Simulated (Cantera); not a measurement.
Low-pressure radical oxidation in H2/O2

An isothermal, constant-pressure homogeneous reactor starts with H2 : O2 = 0.048 : 1 (molar parts), equivalence ratio 0.024, at 1225 K and 0.750 Torr.

Detailed kinetics in Cantera: the H2/O2 subset of GRI-Mech 3.0, which has no nitrogen chemistry. Radical loss at walls, strong at low pressure, is not modelled. The temperature is held fixed by assumption; the heat of reaction is taken as removed at once.

| t (s) | x H2 | x O2 | x O | x OH | x H2O | x H | x H2O2 |
|---|---|---|---|---|---|---|---|
| 0.000300 | 0.0458 | 0.954 | 3.40e-10 | 3.24e-10 | 3.75e-11 | 1.13e-9 | <1e-12 |
| 0.000675 | 0.0458 | 0.954 | 1.44e-9 | 1.29e-9 | 3.54e-10 | 2.14e-9 | <1e-12 |
| 0.00152 | 0.0458 | 0.954 | 5.85e-9 | 4.73e-9 | 3.01e-9 | 4.43e-9 | 1.90e-12 |
| 0.00342 | 0.0458 | 0.954 | 2.88e-8 | 2.08e-8 | 2.69e-8 | 1.44e-8 | 9.56e-12 |
| 0.00770 | 0.0458 | 0.954 | 3.39e-7 | 2.33e-7 | 4.48e-7 | 1.46e-7 | 4.79e-11 |
| 0.0173 | 0.0457 | 0.954 | 5.35e-5 | 3.65e-5 | 7.61e-5 | 2.27e-5 | 2.40e-10 |
| 0.0390 | 0.00304 | 0.920 | 0.0269 | 0.00521 | 0.0358 | 0.00878 | 1.27e-8 |
| 0.0877 | 0.000722 | 0.916 | 0.0328 | 0.00345 | 0.0400 | 0.00680 | 5.83e-9 |
| 0.197 | 0.000712 | 0.917 | 0.0323 | 0.00342 | 0.0401 | 0.00666 | 5.83e-9 |
| 0.444 | 0.000694 | 0.918 | 0.0313 | 0.00338 | 0.0403 | 0.00637 | 5.85e-9 |
| 1.00 | 0.000653 | 0.920 | 0.0293 | 0.00329 | 0.0408 | 0.00577 | 5.90e-9 |
x: mole fraction; the columns are a selection and need not sum to one.

Equilibrium at this temperature and pressure: H2 3.23e-8, O2 0.953, O 1.31e-6, OH 2.35e-5, H2O 0.0469, H 1.78e-9, H2O2 4.32e-11 (gas phase only).
